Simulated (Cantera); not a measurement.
Cantera run:

```python
import numpy as np
import cantera as ct

gas_names = """
    Fe H H2 H2S N NH NH2 NH3 N2 N2H2 N2H4 S SH SN S2 S8
""".split()
cond_names = """
    Fe(a) Fe(c) Fe(d) Fe(L) FeS(a) FeS(b) FeS(c) FeS(L) FeS2(s) S(cr1) S(cr2) S(L)
""".split()


# ... load() reads the species with a 1 bar reference pressure and builds the phases ...
atoms = {
    'FeS2': {'Fe': 1, 'S': 2},
    'H2': {'H': 2},
    'N2': {'N': 2},
}
top_T = {'FeS2(s)': 1010}  # K; cautious upper limits of use, not melting points


# ... equilibrate(T, P, feed) seeds the gas with the atoms and calls Mixture.equilibrate('TP', solver="vcs", rtol=1e-11, max_steps=5000) ...
results = []
feed = {'FeS2': 1, 'H2': 49, 'N2': 41}  # mol
P = 84  # Pa
for T in [898, 973, 1048, 1123, 1198, 1273, 1348, 1423, 1498, 1573, 1648]:
    mix = equilibrate(T, P, feed)
    results.append((T, P, feed, dict(zip(mix.species_names, mix.species_moles))))

top = {s: max(r[3][s] / sum(r[3][g] for g in gas_names) for r in results) for s in gas_names}
cols = sorted((s for s in top if top[s] > 0.0001), key=lambda s: -top[s])[:7]
seen = [c for c in cond_names if any(r[3].get(c, 0) > 1e-12 for r in results)]
print("log10 of partial pressures in bar; condensed amounts in mol")
print(f"{'T/K':>10s}" + "".join(f"{s[:9]:>10s}" for s in cols + seen))
for T, P, feed, n in results:
    ng = sum(n[g] for g in gas_names)
    print(f"{T:10.4g}" + "".join(f"{np.log10(max(n[s] / ng * P / 1e5, 1e-99)):10.3f}" for s in cols)
          + "".join(f"{n.get(c, 0):10.4g}" for c in seen))
```

It prints:

```
log10 of partial pressures in bar; condensed amounts in mol
       T/K        H2        N2       H2S        S2        Fe         H        SH     Fe(c)    FeS(c)
       898    -3.349    -3.417    -5.030    -8.693   -17.922   -11.635    -9.550         0         1
       973    -3.349    -3.417    -5.031    -7.891   -15.790   -10.640    -8.815         0         1
      1048    -3.349    -3.417    -5.036    -7.210   -13.966    -9.786    -8.187         0         1
      1123    -3.348    -3.417    -5.053    -6.644   -12.378    -9.045    -7.656         0         1
      1198    -3.348    -3.418    -5.096    -6.206   -10.964    -8.395    -7.220         0         1
      1273    -3.347    -3.418    -5.175    -5.902    -9.680    -7.820    -6.876         0         1
      1348    -3.346    -3.418    -5.286    -5.712    -8.504    -7.309    -6.611         0    0.9997
      1423    -3.348    -3.420    -5.269    -5.303    -7.574    -6.852    -6.256    0.7147    0.2824
      1498    -3.348    -3.421    -5.373    -5.178    -6.842    -6.439    -6.057    0.9845         0
      1573    -3.348    -3.422    -5.513    -5.156    -6.182    -6.065    -5.923    0.9288         0
      1648    -3.350    -3.423    -5.649    -5.152    -5.584    -5.725    -5.809    0.7165         0
```

Cantera equilibrium calculation (NASA polynomials, part measured and part estimated; ideal gas, pure solids and liquids). Metal and sulfide melt together well below either melting point, which pure phases cannot show. Mutual solubility and eutectic melting of coexisting phases are not modelled. FeS: taken at fixed stoichiometry. Gases not in the tables: S3 to S7.
